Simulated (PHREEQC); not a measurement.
0.039 g of hydrous ferric oxide (600 m²/g; 0.2 weak and 0.005 strong sites per Fe, Dzombak-Morel constants, diffuse double layer) in 1 kg of water with 0.005 mol/kgw of an inert sodium salt, at 25 °C; the pH is set by adding NaOH or the inert anion's acid. Oxygen is held at 0.21 atm. No CO2 enters from the air. No solid was allowed to form.

Base run: PHREEQC, ion-association model, wateq4f.dat. Each further column changes one thing. The table gives surface charge σ (C/m²).

| pH | base | background salt from 0.005 to 0.0005 mol/kgw | oxide from 0.039 to 0.2 g/kgw | 1.2e-05 mol/kgw CuCl2 added |
|---|---|---|---|---|
| 3 | 0.302 | 0.238 | 0.303 | 0.303 |
| 3.5 | 0.242 | [?] | 0.243 | 0.242 |
| 4 | 0.182 | 0.097 | 0.183 | 0.183 |
| 4.5 | 0.131 | [?] | 0.131 | 0.132 |
| 5 | 0.090 | 0.038 | 0.090 | 0.092 |
| 5.5 | 0.059 | 0.023 | 0.060 | 0.063 |
| 6.5 | 0.023 | 0.008 | 0.023 | 0.029 |
| 7 | 0.013 | 0.004 | 0.013 | 0.017 |
| 7.5 | 0.006 | [?] | 0.006 | 0.009 |
| 8 | 0.001 | 0.000 | 0.001 | 0.004 |
| 8.5 | -0.004 | -0.001 | -0.004 | -0.001 |
| 9 | -0.009 | -0.003 | -0.009 | -0.006 |

Question: Complete the blanks.

Answer: 
- 3.5, background salt from 0.005 to 0.0005 mol/kgw: 0.152
- 4.5, background salt from 0.005 to 0.0005 mol/kgw: 0.061
- 7.5, background salt from 0.005 to 0.0005 mol/kgw: 0.002

The oxide is taken as insoluble; below pH 4 it would dissolve. The database's constant for dissolved Cu(OH)2 is higher than later reviews accept.
